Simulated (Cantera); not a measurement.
Charge: 1 mol SiH4, 0.21 mol N2, equilibrated at 1573.15 K and 0.340 bar.

Equilibrium computed with Cantera from the NASA thermochemical tables; the gas is ideal and each condensed phase is pure. Candidate condensed phases: Si, Si3N4; 18 gas species. Mutual solubility and eutectic melting of coexisting phases are not modelled. The numbers say what is thermodynamically allowed, not how fast it happens.

Base state: H2 0.999, N2 0.000549, H 6.98e-5 (mole fractions); condensed: Si(s) + Si3N4(s).

### Question
What changes in the equilibrium state with this change: temperature from 1573.15 K to 1850 K?

### Answer
| species | before | after |
|---|---|---|
| H2 | 0.999 | 0.942 |
| N2 | 0.000549 | 0.0572 |
| H | 6.98e-5 | 0.000897 |
| SiH2 | 3.67e-6 | 3.97e-5 |
| Si | 1.62e-7 | 1.90e-5 |
| SiH | 2.28e-7 | 1.06e-5 |
| Si(s), mol | 0.687 | 0 |
| Si3N4(s), mol | 0.104 | 0.0443 |
| Si(l), mol | 0 | 0.867 |
Gases not in the tables: Si2H6 and higher silanes.
